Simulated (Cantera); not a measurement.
Charge: 1 mol SiCl₄, 0.95 mol H₂, 4.2 mol HCl, equilibrated at 975 K and 0.100 bar.

Equilibrium computed with Cantera from the NASA thermochemical tables; the gas is ideal and each condensed phase is pure. Candidate condensed phases: Si; 19 gas species. The tables' values for SiCl₃ are old estimates; treat these amounts as uncertain. Equilibrium is a limit: real reactors are often held back by kinetics, nucleation or transport.

Base state: HCl 0.683, SiCl₄ 0.162, H₂ 0.154, SiHCl₃ 0.000210, SiCl₃ 2.11e-5 (mole fractions); condensed: gas only.

Problem. What changes in the equilibrium state with this change: SiCl₄ replaced by Si?

Solution. 
```csv
species,before,after
H₂,0.154,0.696
SiCl₄,0.162,0.226
HCl,0.683,0.0633
SiHCl₃,0.000210,0.0142
SiH₂Cl₂,2.83e-8,9.33e-5
SiCl₂,7.77e-8,5.67e-5
SiCl₃,2.11e-5,0.000673
```
